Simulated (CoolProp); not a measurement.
Vapour-liquid equilibrium of R134a (1) + R141b (2) at 5.49 kPa; x and y are mole fractions of (1).

The numbers come from the multi-fluid Helmholtz-energy mixture model, Tillner-Roth 1994 and Lemmon 2006; pair parameters Bell 2016 in CoolProp.

```json
[
 {"x": "0.05", "bubble temperature, mixture model (°C)": "-46.0", "bubble temperature, Raoult's law (°C)": "-40.1", "y, mixture model": "0.643", "y, Raoult's law": "0.465"},
 {"x": "0.2", "bubble temperature, mixture model (°C)": "-62.2", "bubble temperature, Raoult's law (°C)": "-54.2", "y, mixture model": "0.912", "y, Raoult's law": "0.836"},
 {"x": "0.35", "bubble temperature, mixture model (°C)": "___", "bubble temperature, Raoult's law (°C)": "-61.4", "y, mixture model": "0.953", "y, Raoult's law": "0.925"},
 {"x": "0.5", "bubble temperature, mixture model (°C)": "-70.4", "bubble temperature, Raoult's law (°C)": "-66.1", "y, mixture model": "___", "y, Raoult's law": "0.962"},
 {"x": "0.65", "bubble temperature, mixture model (°C)": "___", "bubble temperature, Raoult's law (°C)": "-69.5", "y, mixture model": "0.976", "y, Raoult's law": "0.980"},
 {"x": "0.8", "bubble temperature, mixture model (°C)": "___", "bubble temperature, Raoult's law (°C)": "-72.2", "y, mixture model": "___", "y, Raoult's law": "0.991"},
 {"x": "0.95", "bubble temperature, mixture model (°C)": "-74.4", "bubble temperature, Raoult's law (°C)": "-74.3", "y, mixture model": "0.994", "y, Raoult's law": "0.998"}
]
```

Task: Fill in the missing entries.

Result: 
- 0.35, bubble temperature, mixture model (°C): -67.8
- 0.5, y, mixture model: 0.968
- 0.65, bubble temperature, mixture model (°C): -71.9
- 0.8, bubble temperature, mixture model (°C): -73.1
- 0.8, y, mixture model: 0.983

The largest gap from Raoult's law is -8.0 K in bubble temperature, at x = 0.2. No azeotrope shows between x = 0.05 and 0.95.

Pair parameters are fitted to limited data, so mixtures are less certain than the pure fluids.
